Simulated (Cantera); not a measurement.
**Equilibrium for iron carbonyl, mercury and lead vapours: Hg + O2 + N2**

Charge: 1 mol Hg, 0.31 mol O2, 0.53 mol N2, at 0.860 bar.

Cantera equilibrium calculation (NASA polynomials, part measured and part estimated; ideal gas, pure solids and liquids). Candidate condensed phases: Hg, HgO; 10 gas species. The numbers say what is thermodynamically allowed, not how fast it happens.

| T (K) | x N2 | x Hg | x O2 | x NO | n Hg(l) | n HgO(s) |
|---|---|---|---|---|---|---|
| 450 | 0.988 | 0.0121 | 1.90e-10 | <1e-12 | 0.374 | 0.620 |
| 500 | 0.940 | 0.0604 | 2.32e-8 | <1e-12 | 0.346 | 0.620 |
| 550 | 0.776 | 0.224 | 1.16e-6 | 9.08e-12 | 0.227 | 0.620 |
| 600 | 0.582 | 0.418 | 7.44e-5 | 3.33e-10 | 0 | 0.620 |
| 650 | 0.570 | 0.423 | 0.00689 | 1.30e-8 | 0 | 0.607 |
| 700 | 0.288 | 0.543 | 0.168 | 1.52e-7 | 0 | 0 |
| 750 | 0.288 | 0.543 | 0.168 | 4.34e-7 | 0 | 0 |
| 800 | 0.288 | 0.543 | 0.168 | 1.09e-6 | 0 | 0 |
| 850 | 0.288 | 0.543 | 0.168 | 2.43e-6 | 0 | 0 |
| 900 | 0.288 | 0.543 | 0.168 | 4.99e-6 | 0 | 0 |
| 950 | 0.288 | 0.543 | 0.168 | 9.50e-6 | 0 | 0 |
| 1000 | 0.288 | 0.543 | 0.168 | 1.69e-5 | 0 | 0 |
| 1050 | 0.288 | 0.543 | 0.168 | 2.86e-5 | 0 | 0 |
| 1100 | 0.288 | 0.543 | 0.168 | 4.60e-5 | 0 | 0 |
x: gas mole fraction; n: condensed amount in mol.

From 450 K to 550 K the condensed part is Hg(l) + HgO(s). From 600 K to 650 K the condensed part is HgO(s). From 700 K to 1100 K nothing is condensed. The main Hg-bearing gas is Hg throughout.
